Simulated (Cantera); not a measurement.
# Premixed flame

A freely propagating, adiabatic, planar premixed flame of CH₃OH : O₂ : N₂ = 1 : 1.55 : 5.81 (molar parts), unburnt at 625 K and 0.987 atm; mixture-averaged transport, grid criteria slope 0.08 and curve 0.16, no radiation.

Model: GRI-Mech 3.0 (53 species, 325 reactions), integrated in Cantera. GRI-Mech 3.0 was tuned for natural gas; its chemistry of methanol as a main component is partial and can be far from experiment. Burning velocities carry a grid error of a few per cent, more on coarse grids.

```json
[
 {"z (mm)": "-0.785", "T (K)": "625", "u (m/s)": "1.44", "x CH₃OH": "0.119", "x O₂": "0.185", "x HO₂": "2.46e-7", "x CH₄": "2.51e-8", "x CO₂": "2.62e-7", "x N₂O": "<1e-8"},
 {"z (mm)": "-0.523", "T (K)": "627", "u (m/s)": "1.45", "x CH₃OH": "0.119", "x O₂": "0.184", "x HO₂": "3.24e-6", "x CH₄": "2.83e-7", "x CO₂": "5.22e-6", "x N₂O": "<1e-8"},
 {"z (mm)": "-0.392", "T (K)": "634", "u (m/s)": "1.47", "x CH₃OH": "0.118", "x O₂": "0.183", "x HO₂": "1.59e-5", "x CH₄": "1.24e-6", "x CO₂": "3.39e-5", "x N₂O": "<1e-8"},
 {"z (mm)": "-0.262", "T (K)": "684", "u (m/s)": "1.61", "x CH₃OH": "0.114", "x O₂": "0.177", "x HO₂": "0.000112", "x CH₄": "7.25e-6", "x CO₂": "0.000346", "x N₂O": "<1e-8"},
 {"z (mm)": "-0.131", "T (K)": "977", "u (m/s)": "2.37", "x CH₃OH": "0.0885", "x O₂": "0.150", "x HO₂": "0.000930", "x CH₄": "4.18e-5", "x CO₂": "0.00365", "x N₂O": "1.26e-8"},
 {"z (mm)": "-0.0654", "T (K)": "1336", "u (m/s)": "3.33", "x CH₃OH": "0.0489", "x O₂": "0.116", "x HO₂": "0.00256", "x CH₄": "8.57e-5", "x CO₂": "0.00982", "x N₂O": "3.43e-8"},
 {"z (mm)": "0", "T (K)": "1724", "u (m/s)": "4.43", "x CH₃OH": "0.00676", "x O₂": "0.0772", "x HO₂": "0.00175", "x CH₄": "0.000110", "x CO₂": "0.0214", "x N₂O": "7.04e-8"},
 {"z (mm)": "0.0654", "T (K)": "1855", "u (m/s)": "4.79", "x CH₃OH": "7.39e-5", "x O₂": "0.0532", "x HO₂": "5.98e-5", "x CH₄": "3.04e-5", "x CO₂": "0.0360", "x N₂O": "9.47e-8"},
 {"z (mm)": "0.131", "T (K)": "1899", "u (m/s)": "4.88", "x CH₃OH": "2.47e-7", "x O₂": "0.0407", "x HO₂": "1.39e-5", "x CH₄": "2.94e-6", "x CO₂": "0.0491", "x N₂O": "1.10e-7"},
 {"z (mm)": "0.262", "T (K)": "1963", "u (m/s)": "5.01", "x CH₃OH": "<1e-8", "x O₂": "0.0319", "x HO₂": "9.99e-6", "x CH₄": "1.45e-8", "x CO₂": "0.0652", "x N₂O": "1.19e-7"},
 {"z (mm)": "0.523", "T (K)": "2045", "u (m/s)": "5.18", "x CH₃OH": "<1e-8", "x O₂": "0.0271", "x HO₂": "7.26e-6", "x CH₄": "<1e-8", "x CO₂": "0.0758", "x N₂O": "1.21e-7"},
 {"z (mm)": "1.05", "T (K)": "2138", "u (m/s)": "5.38", "x CH₃OH": "<1e-8", "x O₂": "0.0236", "x HO₂": "4.99e-6", "x CH₄": "<1e-8", "x CO₂": "0.0809", "x N₂O": "1.30e-7"},
 {"z (mm)": "2.09", "T (K)": "2228", "u (m/s)": "5.57", "x CH₃OH": "<1e-8", "x O₂": "0.0200", "x HO₂": "3.34e-6", "x CH₄": "<1e-8", "x CO₂": "0.0858", "x N₂O": "1.46e-7"}
]
```
x: mole fraction of selected species; z is measured from the peak of heat release.

laminar burning velocity: 144 cm/s
thermal thickness: 0.262 mm
peak x(HO₂): 0.00307
peak x(CH₄): 0.000115
grid points: 139
